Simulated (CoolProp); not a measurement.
Model: reference Helmholtz-energy equation of state, Setzmann 1991, in CoolProp.

Problem. For methane, give the phase and the speed of sound (m/s) at 374.3 K and 28700 kPa; 374.3 K and 46000 kPa.

Solution. 
- 374.3 K and 28700 kPa: supercritical; speed of sound 613
- 374.3 K and 46000 kPa: supercritical; speed of sound 759
